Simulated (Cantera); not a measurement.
Feed: 1 mol SiH2Cl2, 4.7 mol HCl, 56 mol H2, equilibrated at 1675 K.

Cantera equilibrium calculation (NASA polynomials, part measured and part estimated; ideal gas, pure solids and liquids). Candidate condensed phases: Si; 19 gas species. The tables' values for SiCl3, SiCl are old estimates; treat these amounts as uncertain. Equilibrium is a limit: real reactors are often held back by kinetics, nucleation or transport.

x: gas mole fraction; nothing condenses.

```tsv
P (Pa)	x H2	x HCl	x SiCl2	x H	x SiCl3	x SiHCl3
100	0.905	0.0753	0.0154	0.00349	3.52e-5	3.63e-7
350	0.907	0.0750	0.0157	…	6.67e-5	…
1300	0.908	0.0748	0.0157	0.000970	0.000129	4.78e-6
4500	0.909	0.0747	0.0156	…	0.000237	…
16000	0.909	0.0744	0.0154	0.000277	0.000439	5.72e-5
56000	0.910	0.0739	0.0148	0.000148	0.000783	0.000191
200000	0.911	0.0727	0.0135	7.84e-5	0.00133	0.000612
```

Question: Some entries are withheld; supply them.

Answer: 
- 4500, x H: 0.000522
- 4500, x SiHCl3: 1.64e-5
- 350, x H: 0.00187
- 350, x SiHCl3: 1.29e-6
